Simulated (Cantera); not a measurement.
Cantera run:

```python
import numpy as np
import cantera as ct

gas_names = """
    CL CL2 N N2 Si SiCL SiCL2 SiCL3 SiCL4 SiN Si2 Si2N Si3
""".split()
cond_names = """
    Si(cr) Si(L) Si3N4(a)
""".split()


# ... load() reads the species with a 1 bar reference pressure and builds the phases ...
atoms = {
    'SiCl4': {'Si': 1, 'CL': 4},
    'Cl2': {'CL': 2},
    'N2': {'N': 2},
}
top_T = {'Si3N4(a)': 2400}  # K; cautious upper limits of use, not melting points


# ... equilibrate(T, P, feed) seeds the gas with the atoms and calls Mixture.equilibrate('TP', solver="vcs", rtol=1e-11, max_steps=5000) ...
results = []
feed = {'SiCl4': 1, 'Cl2': 0.95, 'N2': 13}  # mol
T = 1623.15  # K
P = 180  # Pa
mix = equilibrate(T, P, feed)
results.append((T, P, feed, dict(zip(mix.species_names, mix.species_moles))))
x = sorted(zip(gas.X, gas.species_names), reverse=True)
print(f"T = {T:g} K  P = {P:g} Pa  gas = {mix.phase_moles(0):.4g} mol")
print("   x: " + "  ".join(f"{s} {v:.3e}" for v, s in x if v > 1e-05))
print("   condensed (mol): " + ("  ".join(f"{mix.phase(i).name} {mix.phase_moles(i):.4g}"
      for i in range(1, mix.n_phases) if mix.phase_moles(i) > 1e-12) or "none"))
```

It prints:

```
T = 1623.15 K  P = 180 Pa  gas = 15.99 mol
   x: N2 8.132e-01  CL 1.225e-01  SiCL4 5.654e-02  SiCL3 4.992e-03  CL2 1.706e-03  SiCL2 1.028e-03
   condensed (mol): none
```

Method: chemical equilibrium by Gibbs-energy minimisation in Cantera with the NASA 1993 tables (ideal gas, pure condensed phases). The tables' values for SiCl3 are old estimates; treat these amounts as uncertain.
